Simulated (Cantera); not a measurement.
Cantera run, input and output.

```python
import numpy as np
import cantera as ct

gas = ct.Solution("gri30.yaml")
gas.TPX = 525, 1000000, {'CH4': 1, 'C2H6': 0.13, 'O2': 4.09, 'N2': 15.4}
inlet = ct.Reservoir(gas, clone=True)
gas.equilibrate("HP")  # start burning
reactor = ct.IdealGasConstPressureReactor(gas, energy="on", clone=False)
exhaust = ct.Reservoir(gas, clone=True)
tau = [0.29, 0.1, 0.036, 0.013, 0.0045, 0.0016, 0.00056, 0.0002, 7e-05, 2.5e-05, 8.7e-06][0]
for a, b in ((inlet, reactor), (reactor, exhaust)):
    ct.MassFlowController(a, b, mdot=lambda t: reactor.mass / tau)
net = ct.ReactorNet([reactor])
show = ['CH4', 'C2H6', 'O2', 'HO2', 'CH2O']

rows = []
print(f"{'tau/s':>10s}{'T/K':>9s}" + "".join(f"{s:>11s}" for s in show))
for tau in [0.29, 0.1, 0.036, 0.013, 0.0045, 0.0016, 0.00056, 0.0002, 7e-05, 2.5e-05, 8.7e-06]:
    net.initial_time = 0.0
    net.advance(30 * tau)
    before = gas.X
    net.advance(40 * tau)
    drift = np.max(np.abs(gas.X - before) / (gas.X + 1e-9))
    rows.append([gas.T, *gas[show].X, drift])
    print(f"{tau:10.3e}{gas.T:9.1f}" + "".join(f"{x:11.3e}" for x in gas[show].X))
```

It prints:

```
     tau/s      T/K        CH4       C2H6         O2        HO2       CH2O
 2.900e-01   1848.7  9.562e-07  2.341e-08  7.889e-02  1.427e-06  1.102e-07
 1.000e-01   1848.4  2.595e-06  6.502e-08  7.893e-02  1.580e-06  3.016e-07
 3.600e-02   1847.5  6.317e-06  1.654e-07  7.897e-02  1.965e-06  7.459e-07
 1.300e-02   1845.6  1.413e-05  3.942e-07  7.904e-02  2.893e-06  1.712e-06
 4.500e-03   1841.5  3.069e-05  9.209e-07  7.921e-02  5.111e-06  3.861e-06
 1.600e-03   1833.5  6.427e-05  2.048e-06  7.959e-02  9.865e-06  8.411e-06
 5.600e-04   1816.9  1.404e-04  4.671e-06  8.051e-02  2.046e-05  1.902e-05
 2.000e-04   1779.3  3.478e-04  1.187e-05  8.292e-02  4.590e-05  4.740e-05
 7.000e-05    525.0  4.850e-02  6.305e-03  1.984e-01 -2.949e-19 -7.459e-18
 2.500e-05    525.0  4.850e-02  6.305e-03  1.984e-01  1.396e-20 -1.428e-20
 8.700e-06    525.0  4.850e-02  6.305e-03  1.984e-01  5.624e-21 -9.023e-22
```

Computed with Cantera and GRI-Mech 3.0 (53 species, 325 reactions).
